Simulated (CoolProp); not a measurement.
Vapour-liquid equilibrium of propane (1) + R236FA (2) at 243.4 K; x and y are mole fractions of (1).

Values from CoolProp's multi-fluid Helmholtz-energy mixture model, Lemmon 2009 and Pan 2012; pair parameters Bell 2016.

Problem. Give the bubble pressure and the first vapour's composition at x = 0.35, 0.5, 0.8. Is there an azeotrope?

Solution. x = 0.35: 0.1565 MPa, y = 0.857; x = 0.5: 0.1610 MPa, y = 0.864; x = 0.8: 0.1662 MPa, y = 0.885. No azeotrope shows between x = 0.05 and 0.95.

The pair parameters rest on a limited set of measurements; away from them the model extrapolates. With so large a gap from Raoult's law the liquid may split in two, which this calculation doesn't test in full.
